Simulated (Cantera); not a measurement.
Input: 1 mol H₂S, 0.048 mol O₂, 0.63 mol H₂, held at 3027 °C and 13.3 mbar.

Equilibrium computed with Cantera from the NASA thermochemical tables; the gas is ideal and each condensed phase is pure. Candidate condensed phases: H₂O, H₂SO₄, S; 19 gas species. Rates play no part.

Base state: H 0.692, S 0.230, H₂ 0.0479, O 0.0163, SO 0.00480, SH 0.00419, S₂ 0.00224, OH 0.00190 (mole fractions); condensed: gas only.

**Question.** What changes in the equilibrium state with this change: pressure from 13.3 mbar to 18.0 bar?

**Answer.** 
```
species    before     after
-------  --------  --------
H₂         0.0479     0.565
S₂        0.00224     0.119
SH        0.00419     0.105
H           0.692    0.0647
S           0.230    0.0457
H₂S       1.82e-5    0.0574
O          0.0163  0.000105
H₂O      0.000320    0.0329
S₂O       6.15e-7  0.000284
O₂        4.23e-5   2.37e-6
SO₂       1.92e-5  0.000288
SO        0.00480   0.00827
```
